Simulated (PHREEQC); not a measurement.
Solution (20 °C): 0.27 mol/kgw NH3, 0.0165 mol/kgw H3BO3 and 0.029 mol/kgw K3PO4. Closed to the air; pH follows from the charge balance.

The numbers come from PHREEQC with the ion-association model, phreeqc.dat.

**Question.** The ionic strength comes out as 0.140 mol/kgw. What activity coefficients do KHPO4-, K+, PO4-3, H2BO3-, OH- get?

**Answer.** KHPO4- 0.77, K+ 0.74, PO4-3 0.072, H2BO3- 0.76, OH- 0.74.

No solid was allowed to form.
